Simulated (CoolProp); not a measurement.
Vapour-liquid equilibrium of n-octane (1) + n-dodecane (2) at 0.0306 bar; x and y are mole fractions of (1).

Computed with CoolProp (multi-fluid Helmholtz-energy mixture model, Beckmüller 2019 and Lemmon 2004; pair parameters Bell 2016).

```json
[
 {"x": "0.05", "bubble temperature (°C)": "93.3", "y at the bubble point": "0.544", "dew temperature at overall composition x (°C)": "107.9", "liquid density (mol/L)": "4.139"},
 {"x": "0.125", "bubble temperature (°C)": "78.2", "y at the bubble point": "0.810", "dew temperature at overall composition x (°C)": "106.2", "liquid density (mol/L)": "4.301"},
 {"x": "0.2", "bubble temperature (°C)": "68.4", "y at the bubble point": "0.900", "dew temperature at overall composition x (°C)": "104.3", "liquid density (mol/L)": "4.445"},
 {"x": "0.275", "bubble temperature (°C)": "61.4", "y at the bubble point": "0.941", "dew temperature at overall composition x (°C)": "102.3", "liquid density (mol/L)": "4.583"},
 {"x": "0.35", "bubble temperature (°C)": "56.1", "y at the bubble point": "0.963", "dew temperature at overall composition x (°C)": "100.1", "liquid density (mol/L)": "4.718"},
 {"x": "0.425", "bubble temperature (°C)": "51.8", "y at the bubble point": "0.975", "dew temperature at overall composition x (°C)": "97.7", "liquid density (mol/L)": "4.855"},
 {"x": "0.5", "bubble temperature (°C)": "48.3", "y at the bubble point": "0.983", "dew temperature at overall composition x (°C)": "95.0", "liquid density (mol/L)": "4.994"},
 {"x": "0.575", "bubble temperature (°C)": "45.3", "y at the bubble point": "0.989", "dew temperature at overall composition x (°C)": "92.0", "liquid density (mol/L)": "5.137"},
 {"x": "0.65", "bubble temperature (°C)": "42.7", "y at the bubble point": "0.992", "dew temperature at overall composition x (°C)": "88.5", "liquid density (mol/L)": "5.284"},
 {"x": "0.725", "bubble temperature (°C)": "40.4", "y at the bubble point": "0.995", "dew temperature at overall composition x (°C)": "84.2", "liquid density (mol/L)": "5.436"},
 {"x": "0.8", "bubble temperature (°C)": "38.4", "y at the bubble point": "0.997", "dew temperature at overall composition x (°C)": "79.0", "liquid density (mol/L)": "5.595"},
 {"x": "0.875", "bubble temperature (°C)": "36.6", "y at the bubble point": "0.998", "dew temperature at overall composition x (°C)": "71.7", "liquid density (mol/L)": "5.760"},
 {"x": "0.95", "bubble temperature (°C)": "35.0", "y at the bubble point": "0.999", "dew temperature at overall composition x (°C)": "59.4", "liquid density (mol/L)": "5.932"}
]
```

No azeotrope shows between x = 0.05 and 0.95.

Pair parameters are fitted to limited data, so mixtures are less certain than the pure fluids.
